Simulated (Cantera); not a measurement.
Equilibrium for carbothermic reduction: Fe3O4 + C + CO + CH4

A closed system holds: 1 mol Fe3O4, 1.2 mol C, 0.016 mol CO, 1.3 mol CH4, equilibrated at 1050 K and 0.330 bar.

Cantera equilibrium calculation (NASA polynomials, part measured and part estimated; ideal gas, pure solids and liquids). Candidate condensed phases: C, C6H6, C7H8, C8H18, Fe, Fe(CO)5, FeO, Fe(OH)2, Fe(OH)3, Fe2O3, Fe3O4, H2O; 114 gas species. Mutual solubility and eutectic melting of coexisting phases are not modelled. The tables' stoichiometric FeO is somewhat more stable than real wüstite, so its field is too wide. FeO: taken at fixed stoichiometry. Equilibrium is a limit: real reactors are often held back by kinetics, nucleation or transport.

The x(H2) is 0.423 and the x(CO) is 0.398. The x(CO2) is 0.0942 and the x(H2O) is 0.0851. The x(CH4) is 0.000399. The n(Fe(α)) is 2.41 mol. The n(FeO(s)) comes out as 0.585 mol and the gas amount is 5.112 mol. The log10 activity of C(graphite) (absent) is -0.93. The log10 activity of Fe(OH)2(s) (absent) is -6.50. The log10 activity of Fe(OH)3(s) (absent) is -12.37.
